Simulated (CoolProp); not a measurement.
Water at 400.79 K and 2.8 MPa is throttled through a valve to 1.42 MPa with no heat exchange. Each further row changes one setting.

Computed with CoolProp (reference Helmholtz-energy equation of state, Wagner 2002).

```csv
case,temperature change (K),final density (kg/m³)
as stated,+0.2,937
outlet pressure 0.426 MPa,+0.4,937
outlet pressure 1.85 MPa,+0.2,938
```
